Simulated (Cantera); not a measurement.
Input (Python, Cantera):

```python
import numpy as np
import cantera as ct

gas = ct.Solution("gri30.yaml")
gas.TPX = 1273, 12000, {'N2O': 1}
reactor = ct.IdealGasConstPressureReactor(gas, energy="off", clone=False)
net = ct.ReactorNet([reactor])
net.rtol, net.atol = 1e-08, 1e-18
show = ['N2O', 'N2', 'NO', 'NO2', 'O2', 'O']
times = np.geomspace(5e-06, 1, 12)

steps = ct.SolutionArray(gas, extra=["t"])
rows = []
print(f"{'t/s':>10s}{'T/K':>9s}{'P/Pa':>11s}" + "".join(f"{s:>11s}" for s in show))
for t in times:
    while net.time < t:
        t_next = net.step()
        steps.append(gas.state, t=t_next)
    rows.append([np.interp(t, steps.t, y) for y in (steps.T, steps.P, *steps(*show).X.T)])
    print(f"{t:10.3e}{rows[-1][0]:9.1f}{rows[-1][1]:11.4g}" + "".join(f"{x:11.3e}" for x in rows[-1][2:]))
rate = np.gradient(steps.T, steps.t)
print("integrator steps:", len(steps.t))
if steps.T.max() > steps.T[0] + 200:
    print(f"time of steepest temperature rise: {steps.t[rate.argmax()]:.4e} s")
gas.TPX = 1273, 12000, {'N2O': 1}
gas.equilibrate("TP")
print(f"equilibrium (TP): T = {gas.T:.1f} K  " + "  ".join(f"{s} {gas[s].X[0]:.3e}" for s in show))
```

Output:

```
       t/s      T/K       P/Pa        N2O         N2         NO        NO2         O2          O
 5.000e-06   1273.0    1.2e+04  1.000e+00  7.132e-07  1.135e-08  5.324e-17  3.599e-08  6.355e-07
 1.517e-05   1273.0    1.2e+04  1.000e+00  2.358e-06  9.594e-08  3.780e-15  3.042e-07  1.702e-06
 4.600e-05   1273.0    1.2e+04  1.000e+00  8.452e-06  7.004e-07  2.011e-13  2.221e-06  3.660e-06
 1.395e-04   1273.0    1.2e+04  9.999e-01  3.078e-05  3.748e-06  5.744e-12  1.188e-05  5.140e-06
 4.233e-04   1273.0    1.2e+04  9.998e-01  1.023e-04  1.417e-05  8.194e-11  4.495e-05  5.289e-06
 1.284e-03   1273.0    1.2e+04  9.995e-01  3.194e-04  4.591e-05  8.548e-10  1.456e-04  5.289e-06
 3.894e-03   1273.0    1.2e+04  9.984e-01  9.775e-04  1.421e-04  8.006e-09  4.506e-04  5.289e-06
 1.181e-02   1273.0    1.2e+04  9.952e-01  2.968e-03  4.329e-04  6.975e-08  1.373e-03  5.288e-06
 3.583e-02   1273.0    1.2e+04  9.856e-01  8.953e-03  1.307e-03  5.319e-07  4.147e-03  5.287e-06
 1.087e-01   1273.0    1.2e+04  9.571e-01  2.664e-02  3.888e-03  3.040e-06  1.234e-02  5.281e-06
 3.297e-01   1273.0    1.2e+04  8.773e-01  7.627e-02  1.112e-02  1.166e-05  3.534e-02  5.261e-06
 1.000e+00   1273.0    1.2e+04  6.829e-01  1.971e-01  2.865e-02  3.357e-05  9.135e-02  5.194e-06
integrator steps: 686
equilibrium (TP): T = 1273.0 K  N2O 8.249e-09  N2 6.665e-01  NO 3.852e-04  NO2 2.034e-06  O2 3.331e-01  O 1.804e-07
```

Model: GRI-Mech 3.0 (53 species, 325 reactions), integrated in Cantera. GRI-Mech 3.0 was tuned for natural gas; its chemistry of N2O as a main component is partial and can be far from experiment. The mechanism lacks the step 2 NO + O2 → 2 NO2, which can matter for NO2 below about 1400 K. The temperature is held fixed by assumption; the heat of reaction is taken as removed at once.
